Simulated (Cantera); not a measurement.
Input: 1 mol Si₃N₄, 0.66 mol N₂O, 1.7 mol N₂, held at 480 Pa.

Equilibrium computed with Cantera from the NASA thermochemical tables; the gas is ideal and each condensed phase is pure. Candidate condensed phases: Si, SiO₂, Si₂N₂O, Si₃N₄; 16 gas species. Mutual solubility and eutectic melting of coexisting phases are not modelled. The tables' values for SiN are old estimates; treat these amounts as uncertain. Kinetics and transport are ignored.

x: gas mole fraction; n: condensed amount in mol.

```csv
T (K),x N₂,x SiO,x Si,x Si₂N,n Si₂N₂O(s),n Si₃N₄(s),n Si(l)
1048,1.00,<1e-12,<1e-12,<1e-12,0.660,0.560,0
1148,1.00,2.42e-11,<1e-12,<1e-12,0.660,0.560,0
1248,1.00,3.23e-9,1.38e-12,<1e-12,0.660,0.560,0
1348,1.00,2.06e-7,1.95e-10,<1e-12,0.660,0.560,0
1448,1.000,7.33e-6,1.38e-8,___,0.660,0.560,0
1548,1.000,0.000162,5.61e-7,___,0.660,0.560,0
1648,0.998,0.00245,1.44e-5,___,0.654,0.562,0
1748,0.973,0.0271,0.000258,___,0.587,0.584,0
1848,0.867,0.131,0.00131,___,0,0,2.33
1948,0.864,0.131,0.00484,___,0,0,2.31
2048,0.854,0.129,0.0157,___,0,0,2.25
```

Task: Some entries are withheld; supply them.

Result: 
- 1448, x Si₂N: 4.95e-11
- 1548, x Si₂N: 5.50e-9
- 1648, x Si₂N: 3.42e-7
- 1748, x Si₂N: 1.33e-5
- 1848, x Si₂N: 4.97e-5
- 1948, x Si₂N: 0.000127
- 2048, x Si₂N: 0.000295
